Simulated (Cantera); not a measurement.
A closed system holds: 1 mol Si2H6, 0.31 mol O2, 17 mol N2, equilibrated at 10.0 Torr.

These are equilibrium values from Cantera (NASA tables, ideal gas, pure condensed phases), not measurements of a reactor. Candidate condensed phases: H2O, Si, SiO2, Si2N2O, Si3N4; 35 gas species. The feed counts by its element totals alone. N2 is the only nitrogen source here; it is nearly inert below about 1500 K, so the nitride shown seldom forms there in practice. Mutual solubility and eutectic melting of coexisting phases are not modelled. Kinetics and transport are ignored.

What share of the Si ends up in condensed phases as a function of T (°C), at 1027, 1102, 1177, 1252, 1327, 1402, 1477, 1552, 1627?


| T (°C) | Si condensed (%) | as |
|---|---|---|
| 1027 | 100.0 | Si2N2O(s) + Si3N4(s) |
| 1102 | 100.0 | Si2N2O(s) + Si3N4(s) |
| 1177 | 100.0 | Si2N2O(s) + Si3N4(s) |
| 1252 | 100.0 | Si2N2O(s) + Si3N4(s) |
| 1327 | 99.8 | Si2N2O(s) + Si3N4(s) |
| 1402 | 98.8 | Si2N2O(s) + Si3N4(s) |
| 1477 | 92.7 | Si2N2O(s) + Si3N4(s) |
| 1552 | 68.6 | Si(l) |
| 1627 | 67.8 | Si(l) |
